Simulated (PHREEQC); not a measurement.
0.14 g of hydrous ferric oxide (600 m²/g; 0.2 weak and 0.005 strong sites per Fe, Dzombak-Morel constants, diffuse double layer) in 1 kg of water with 0.001 mol/kgw of an inert sodium salt and 9.6e-06 mol NiCl2 and 3.9e-05 mol MnCl2, at 25 °C; the pH is set by adding NaOH or the inert anion's acid. No oxygen is let in. No CO2 enters from the air. Nothing may precipitate in this run.

Base run: PHREEQC, ion-association model, wateq4f.dat. Each further column changes one thing. The table gives Ni sorbed (%).

```tsv
pH	base	no electrostatic term (-no_edl)	background salt from 0.001 to 0.0001 mol/kgw	oxide from 0.14 to 0.7 g/kgw	0.00016 mol/kgw BaCl2 added
4	0.0	0.0	0.0	0.0	0.0
5.5	1.4	6.8	1.3	6.5	1.4
6.5	30.3	51.2	30.4	74.9	30.0
8	96.7	98.5	96.8	99.8	96.5
9.5	100.0	99.6	100.0	100.0	100.0
10.5	100.0	85.5	100.0	100.0	99.8
12	99.3	0.1	99.4	100.0	12.8
```

 In at least one series the solution becomes supersaturated in solids that the run did not let form, among them Pyrochroite, Ni(OH)2.
